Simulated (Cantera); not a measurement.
Input: 1 mol Fe(CO)5, a varied amount of H2, held at 6.30 mbar.

Points: T (K) = 875, 900, 925, 950, 975, 1000, 1025, 1050, 1075; n(H2) (mol) = 0.13, 0.25, 0.48, 0.93, 1.8, 3.4, 6.6, 13, 25, 47, 91.

Cantera's Mixture.equilibrate('TP', solver="vcs", rtol=1e-11, max_steps=5000) on the NASA tables stopped like this:

```
ERROR: FAILURE its = 5001!

*******************************************************************************
CanteraError thrown by MultiPhase::equilibrate:
VCS solver failed. Return code: -1
*******************************************************************************
```

Q: What got this run through?

A: This is not unique; one that fits is The failure is numerical, not chemical. The same input converged with solver="gibbs", rtol=1e-10, max_steps=50000, and the result passed a check of the equilibrium conditions:
```
    875       0.13  C(gr) + Fe(a)
    875       0.25  C(gr) + Fe(a)
    875       0.48  C(gr) + Fe(a)
    875       0.93  C(gr) + Fe(a)
    875        1.8  C(gr) + Fe(a)
    875        3.4  C(gr) + Fe(a)
    875        6.6  C(gr) + Fe(a)
    875         13  C(gr) + Fe(a)
    875         25  C(gr) + Fe(a)
    875         47  C(gr) + Fe(a)
    875         91  Fe(a)
    900       0.13  C(gr) + Fe(a)
    900       0.25  C(gr) + Fe(a)
    900       0.48  C(gr) + Fe(a)
    900       0.93  C(gr) + Fe(a)
    900        1.8  C(gr) + Fe(a)
    900        3.4  C(gr) + Fe(a)
    900        6.6  C(gr) + Fe(a)
    900         13  C(gr) + Fe(a)
    900         25  C(gr) + Fe(a)
    900         47  C(gr) + Fe(a)
    900         91  Fe(a)
    925       0.13  C(gr) + Fe(a)
    925       0.25  C(gr) + Fe(a)
    925       0.48  C(gr) + Fe(a)
    925       0.93  C(gr) + Fe(a)
    925        1.8  C(gr) + Fe(a)
    925        3.4  C(gr) + Fe(a)
    925        6.6  C(gr) + Fe(a)
    925         13  C(gr) + Fe(a)
    925         25  C(gr) + Fe(a)
    925         47  Fe(a)
    925         91  Fe(a)
    950       0.13  C(gr) + Fe(a)
    950       0.25  C(gr) + Fe(a)
    950       0.48  C(gr) + Fe(a)
    950       0.93  C(gr) + Fe(a)
    950        1.8  C(gr) + Fe(a)
    950        3.4  C(gr) + Fe(a)
    950        6.6  C(gr) + Fe(a)
    950         13  C(gr) + Fe(a)
    950         25  C(gr) + Fe(a)
    950         47  Fe(a)
    950         91  Fe(a)
    975       0.13  C(gr) + Fe(a)
    975       0.25  C(gr) + Fe(a)
    975       0.48  C(gr) + Fe(a)
    975       0.93  C(gr) + Fe(a)
    975        1.8  C(gr) + Fe(a)
    975        3.4  C(gr) + Fe(a)
    975        6.6  C(gr) + Fe(a)
    975         13  C(gr) + Fe(a)
    975         25  C(gr) + Fe(a)
    975         47  Fe(a)
    975         91  Fe(a)
   1000       0.13  C(gr) + Fe(a)
   1000       0.25  C(gr) + Fe(a)
   1000       0.48  C(gr) + Fe(a)
   1000       0.93  C(gr) + Fe(a)
   1000        1.8  C(gr) + Fe(a)
   1000        3.4  C(gr) + Fe(a)
   1000        6.6  C(gr) + Fe(a)
   1000         13  C(gr) + Fe(a)
   1000         25  C(gr) + Fe(a)
   1000         47  Fe(a)
   1000         91  Fe(a)
   1025       0.13  C(gr) + Fe(a)
   1025       0.25  C(gr) + Fe(a)
   1025       0.48  C(gr) + Fe(a)
   1025       0.93  C(gr) + Fe(a)
   1025        1.8  C(gr) + Fe(a)
   1025        3.4  C(gr) + Fe(a)
   1025        6.6  C(gr) + Fe(a)
   1025         13  C(gr) + Fe(a)
   1025         25  Fe(a)
   1025         47  Fe(a)
   1025         91  Fe(a)
   1050       0.13  C(gr) + Fe(a)
   1050       0.25  C(gr) + Fe(a)
   1050       0.48  C(gr) + Fe(a)
   1050       0.93  C(gr) + Fe(a)
   1050        1.8  C(gr) + Fe(a)
   1050        3.4  C(gr) + Fe(a)
   1050        6.6  C(gr) + Fe(a)
   1050         13  C(gr) + Fe(a)
   1050         25  Fe(a)
   1050         47  Fe(a)
   1050         91  Fe(a)
   1075       0.13  C(gr) + Fe(a)
   1075       0.25  C(gr) + Fe(a)
   1075       0.48  C(gr) + Fe(a)
   1075       0.93  C(gr) + Fe(a)
   1075        1.8  C(gr) + Fe(a)
   1075        3.4  C(gr) + Fe(a)
   1075        6.6  C(gr) + Fe(a)
   1075         13  C(gr) + Fe(a)
   1075         25  Fe(a)
   1075         47  Fe(a)
   1075         91  Fe(a)
```

The gas is ideal and each condensed phase is pure. Condensed phases not in the tables: cementite and carbon dissolved in iron.
